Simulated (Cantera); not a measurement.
# Silicon oxide and oxynitride deposition: SiH₄ + O₂ + O₃

A closed system holds: 1 mol SiH₄, 1.8 mol O₂, a varied amount of O₃, equilibrated at 852 °C and 1.00 bar.

These are equilibrium values from Cantera (NASA tables, ideal gas, pure condensed phases), not measurements of a reactor. Candidate condensed phases: H₂O, Si, SiO₂; 18 gas species. The numbers say what is thermodynamically allowed, not how fast it happens.

From 0.051 mol O₃ to 0.49 mol O₃ the condensed part is SiO₂(β-quartz).

```tsv
n(O₃) (mol)	log p H₂O	log p O₂	log p H₂	log p OH	log p H	log p HO₂	log p H₂O₂	log p O	n SiO₂(β-quartz)
0.051	-0.06	<-12	-0.91	-9.24	-7.81	<-12	<-12	<-12	1.00
0.11	-0.02	<-12	-1.46	-8.92	-8.08	<-12	<-12	<-12	1.00
0.16	-0.01	-1.71	-7.77	-5.76	-11.24	-8.53	-8.77	-9.19	1.00
0.21	-0.02	-1.26	-8.01	-5.65	-11.36	-8.21	-8.57	-8.97	1.00
0.27	-0.04	-1.03	-8.14	-5.61	-11.42	-8.04	-8.47	-8.85	1.00
0.32	-0.06	-0.91	-8.22	-5.58	-11.46	-7.96	-8.42	-8.79	1.00
0.38	-0.07	-0.81	-8.29	-5.57	-11.50	-7.89	-8.39	-8.74	1.00
0.43	-0.09	-0.74	-8.34	-5.56	-11.52	-7.85	-8.37	-8.71	1.00
0.49	-0.10	-0.68	-8.38	-5.55	-11.54	-7.81	-8.35	-8.67	1.00
```
log p: log10 of the partial pressure in bar; n: condensed amount in mol.
